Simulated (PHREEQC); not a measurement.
A solution holds 0.007 mol Ca(OH)2 and 0.0025 mol NaAlO2 per kg of water, at 25 °C. It is in equilibrium with CO2 at log p = 0 (atm). Otherwise closed; pH follows from the charge balance.

The numbers come from PHREEQC with the ion-association model, phreeqc.dat.

pH: 6.00
ionic strength: 0.0246 mol/kgw
total alkalinity: 24.0 meq/kg

| species | molality | activity | log γ |
|---|---|---|---|
| CO2 | 0.0336 | 0.0338 | 0.002 |
| HCO3- | 0.0175 | 0.0152 | -0.063 |
| Ca+2 | 0.00622 | 0.00349 | -0.251 |
| Na+ | 0.00248 | 0.00214 | -0.064 |
| Al(OH)2+ | 0.00152 | 0.00132 | -0.063 |
| CaHCO3+ | 0.000779 | 0.000676 | -0.061 |
| Al(OH)4- | 0.000433 | 0.000373 | -0.065 |
| AlOH+2 | 0.000297 | 0.000167 | -0.250 |
| Al(OH)3 | 0.000195 | 0.000196 | 0.002 |
| Al+3 | 5.17e-5 | 1.67e-5 | -0.492 |
| (CO2)2 | 2.09e-5 | 2.10e-5 | 0.002 |

This is a speciation only: nothing precipitates in the calculation. The solution is supersaturated, for example in Al(OH)3(a), Gibbsite (slow to form), so a real one may precipitate; this is no full list.
